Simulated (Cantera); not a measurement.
Input: 1 mol BN, 7.4 mol NF3, 11 mol H2, 0.17 mol O2, at 1825 K and 0.100 bar.

Cantera equilibrium calculation (NASA polynomials, part measured and part estimated; ideal gas, pure solids and liquids). Candidate condensed phases: B, BN, B2O3, B3O3H3, H2O; 62 gas species. The tables' values for BF2 are old estimates; treat these amounts as uncertain. The numbers say what is thermodynamically allowed, not how fast it happens.

Problem. What is the equilibrium state?

Solution. 
| Property | Result |
|---|---|
| x(HF) | 0.754 |
| x(N2) | 0.161 |
| x(H2) | 0.0406 |
| x(BF3) | 0.0303 |
| x(BOF) | 0.00808 |
| x(H2O) | 0.00494 |
| x(H) | 0.000281 |
| x(BF2) | 6.11e-5 |
| x(HBO2) | 2.04e-5 |
| gas amount | 26.02 mol |
| log10 activity of B(s) (absent) | -7.90 |
| log10 activity of B3O3H3(s) (absent) | -24.49 |
